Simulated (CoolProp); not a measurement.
Vapour-liquid equilibrium of isobutane (1) + acetone (2) at 5.63 bar; x and y are mole fractions of (1).

Values from CoolProp's multi-fluid Helmholtz-energy mixture model, Bücker 2006 and Lemmon 2006; pair parameters Bell 2016.

| x | bubble temperature, mixture model (°C) | bubble temperature, Raoult's law (°C) | y, mixture model | y, Raoult's law |
|---|---|---|---|---|
| 0.05 | 98.8 | 109.2 | 0.356 | 0.209 |
| 0.15 | 73.6 | 96.1 | 0.693 | 0.492 |
| 0.25 | 60.9 | 85.4 | 0.803 | 0.665 |
| 0.35 | 54.8 | 76.4 | 0.847 | 0.776 |
| 0.45 | 51.6 | 68.9 | 0.868 | 0.849 |
| 0.55 | 49.7 | 62.5 | … | 0.900 |
| 0.65 | … | 57.0 | 0.895 | 0.935 |
| 0.75 | 46.6 | 52.1 | 0.910 | 0.961 |
| 0.85 | 44.9 | 47.8 | 0.934 | 0.980 |
| 0.95 | 43.1 | 44.0 | … | 0.994 |

### Question
Fill in the missing entries.

### Answer

- 0.55, y, mixture model: 0.882
- 0.65, bubble temperature, mixture model (°C): 48.2
- 0.95, y, mixture model: 0.972

The largest gap from Raoult's law is -24.5 K in bubble temperature, at x = 0.25. No azeotrope shows between x = 0.05 and 0.95.

Pair parameters are fitted to limited data, so mixtures are less certain than the pure fluids. With so large a gap from Raoult's law the liquid may split in two, which this calculation doesn't test in full.
